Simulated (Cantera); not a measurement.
## Low-pressure radical oxidation in H2/O2

An isothermal, constant-pressure homogeneous reactor starts with 12.3 % H2, 87.7 % O2, at 1175 K and 1330 Pa.

Detailed kinetics in Cantera: GRI-Mech 3.0 (53 species, 325 reactions). Radical loss at walls, strong at low pressure, is not modelled. The temperature is held fixed by assumption; the heat of reaction is taken as removed at once.

| t (s) | x H2 | x O2 | x H | x H2O2 | x H2O |
|---|---|---|---|---|---|
| 4.00e-5 | 0.123 | 0.877 | 2.04e-9 | <1e-12 | 3.04e-10 |
| 0.000100 | 0.123 | 0.877 | 5.80e-9 | 2.45e-12 | 3.56e-9 |
| 0.000252 | 0.123 | 0.877 | 3.59e-8 | 1.55e-11 | 5.36e-8 |
| 0.000633 | 0.123 | 0.877 | 2.12e-6 | 1.05e-10 | 4.16e-6 |
| 0.00159 | 0.0683 | 0.844 | 0.0210 | 3.65e-7 | 0.0399 |
| 0.00399 | 0.00376 | 0.806 | 0.0294 | 1.91e-7 | 0.103 |
| 0.0100 | 0.00274 | 0.826 | 0.0171 | 2.16e-7 | 0.112 |
| 0.0252 | 0.00125 | 0.851 | 0.00484 | 2.39e-7 | 0.124 |
| 0.0632 | 0.000288 | 0.865 | 0.000515 | 1.97e-7 | 0.129 |
| 0.159 | 4.68e-5 | 0.868 | 3.40e-5 | 1.06e-7 | 0.130 |
| 0.398 | 8.30e-6 | 0.869 | 2.60e-6 | 4.56e-8 | 0.131 |
| 1.00 | 1.84e-6 | 0.869 | 2.78e-7 | 1.85e-8 | 0.131 |
x: mole fraction; the columns are a selection and need not sum to one.

Equilibrium at this temperature and pressure: H2 9.14e-9, O2 0.869, H 1.02e-10, H2O2 2.68e-10, H2O 0.131 (gas phase only).
